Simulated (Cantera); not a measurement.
## Thermodynamics of carbothermic reduction, feed Fe3O4 + C + N2

Charge: 1 mol Fe3O4, 5.5 mol C, 12 mol N2, at 93.0 Pa.

These are equilibrium values from Cantera (NASA tables, ideal gas, pure condensed phases), not measurements of a reactor. Candidate condensed phases: C, Fe, Fe(CO)5, FeO, Fe2O3, Fe3O4; 27 gas species. Iron dissolves carbon and melts from about 1420 K in contact with it, which pure phases cannot show. Condensed phases not in the tables: cementite and carbon dissolved in iron. Equilibrium is a limit: real reactors are often held back by kinetics, nucleation or transport.

| T (K) | x N2 | x CO | x Fe | x CO2 | x CN | n C(graphite) | n Fe(α) | n Fe(γ) | n Fe(δ) | n Fe(l) |
|---|---|---|---|---|---|---|---|---|---|---|
| 1050 | 0.750 | 0.250 | 1.65e-10 | 1.24e-5 | <1e-12 | 1.50 | 3.00 | 0 | 0 | 0 |
| 1150 | 0.750 | 0.250 | 9.24e-9 | 2.29e-6 | <1e-12 | 1.50 | 3.00 | 0 | 0 | 0 |
| 1250 | 0.750 | 0.250 | 2.67e-7 | 5.59e-7 | 2.31e-12 | 1.50 | 0 | 3.00 | 0 | 0 |
| 1350 | 0.750 | 0.250 | 4.62e-6 | 1.69e-7 | 5.25e-11 | 1.50 | 0 | 3.00 | 0 | 0 |
| 1450 | 0.750 | 0.250 | 5.37e-5 | 6.10e-8 | 7.72e-10 | 1.50 | 0 | 3.00 | 0 | 0 |
| 1550 | 0.750 | 0.250 | 0.000451 | 2.52e-8 | 8.00e-9 | 1.50 | 0 | 2.99 | 0 | 0 |
| 1650 | 0.748 | 0.249 | 0.00290 | 1.16e-8 | 6.22e-8 | 1.50 | 0 | 2.95 | 0 | 0 |
| 1750 | 0.739 | 0.246 | 0.0150 | 5.73e-9 | 3.80e-7 | 1.50 | 0 | 0 | 2.76 | 0 |
| 1850 | 0.703 | 0.234 | 0.0629 | 2.85e-9 | 1.87e-6 | 1.50 | 0 | 0 | 0 | 1.93 |
x: gas mole fraction; n: condensed amount in mol.

From 1050 K to 1150 K the condensed part is C(graphite) + Fe(α). From 1250 K to 1650 K the condensed part is C(graphite) + Fe(γ). At 1750 K the condensed part is C(graphite) + Fe(δ). At 1850 K the condensed part is C(graphite) + Fe(l).
